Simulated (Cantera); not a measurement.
A Cantera script and what it prints.

```python
import numpy as np
import cantera as ct

gas_names = """
    AL ALH ALN AL2 H H2 N NH NH2 NH3 N2 N2H2 N2H4
""".split()
cond_names = """
    AL(cr) AL(L) ALN(s)
""".split()


# ... load() reads the species with a 1 bar reference pressure and builds the phases ...
atoms = {
    'AlN': {'AL': 1, 'N': 1},
    'H2': {'H': 2},
}
top_T = {'ALN(s)': 2750}  # K; cautious upper limits of use, not melting points


# ... equilibrate(T, P, feed) seeds the gas with the atoms and calls Mixture.equilibrate('TP', solver="vcs", rtol=1e-11, max_steps=5000) ...
results = []
feed = {'AlN': 1, 'H2': 2.5}  # mol
T = 1600  # K
P = 2.6  # Pa
mix = equilibrate(T, P, feed)
results.append((T, P, feed, dict(zip(mix.species_names, mix.species_moles))))
print(gas.report(threshold=0.0001))
for i in range(1, mix.n_phases):
    print(f"{mix.phase(i).name:16s} {mix.phase_moles(i):12.5e} mol")
```

It prints:

```
       temperature   1600 K
          pressure   2.6 Pa
           density   8.6463e-07 kg/m^3
  mean mol. weight   4.4239 kg/kmol
   phase of matter   gas

                          1 kg             1 kmol
                     ---------------   ---------------
          enthalpy        1.3999e+07        6.1929e+07  J
   internal energy        1.0991e+07        4.8626e+07  J
           entropy             62224        2.7527e+05  J/K
    Gibbs function       -8.5559e+07       -3.7851e+08  J
 heat capacity c_p              7222             31950  J/K
 heat capacity c_v            5342.6             23635  J/K

                      mass frac. Y      mole frac. X     chem. pot. / RT
                     ---------------   ---------------   ---------------
                AL           0.38686           0.06343           -10.512
               ALH           0.00162        0.00025605           -25.243
                 H         0.0022976          0.010084           -14.731
                H2           0.40757           0.89439           -29.462
                N2           0.20164          0.031844           -40.217
     [   +8 minor]        5.2527e-06        4.3078e-07

AL(L)             0.00000e+00 mol
ALN(s)            8.23004e-01 mol
```

Equilibrium computed with Cantera from the NASA thermochemical tables; the gas is ideal and each condensed phase is pure.
